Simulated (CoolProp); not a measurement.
A closed Brayton cycle with carbon dioxide: compressor inlet 322.15 K and 8.3 MPa, high pressure 28.9 MPa, turbine inlet 840 K, compressor efficiency 0.8, turbine efficiency 0.85, recuperator effectiveness 0.95 (on enthalpy, no pinch check). Each further row changes one setting.

Model: reference Helmholtz-energy equation of state, Span 1996, in CoolProp.

```csv
case,thermal efficiency (%),net work (kJ/kg),compressor to turbine work,compressor exit (K),turbine exit (K)
as stated,33.1,85.3,0.45,426.3,698.4
turbine inlet 790 K,30.5,74.6,0.48,426.3,653.2
compressor inlet 332.15 K,30.8,75.9,0.51,446.1,698.4
high pressure 24.6 MPa,33.2,78.4,0.42,412.2,716.1
recuperator effectiveness 0.5,21.4,85.3,0.45,426.3,698.4
```
